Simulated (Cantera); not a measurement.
**Ignition delay**

Mixture: H₂ : O₂ : N₂ = 1 : 0.926 : 3.48 (molar parts), equivalence ratio 0.54, at 1000000 Pa, adiabatic and at constant pressure. Ignition delay is the time to a rise of 400 K.

Model: GRI-Mech 3.0 (53 species, 325 reactions), integrated in Cantera. The hydrogen kinetics of GRI-Mech 3.0 are dated; newer H2 mechanisms differ, most at raised pressure. Where the delays flatten at high temperature, the 400 K rule measures the pace of heat release, not the induction time.

| T0 (K) | delay (ms) |
|---|---|
| 1298 | 0.00537 |
| 1348 | 0.00346 |
| 1398 | 0.00253 |
| 1448 | 0.00198 |
| 1498 | 0.00162 |
| 1548 | 0.00137 |

```yaml
apparent activation energy between 1448 and 1548 K: 69 kJ/mol
```
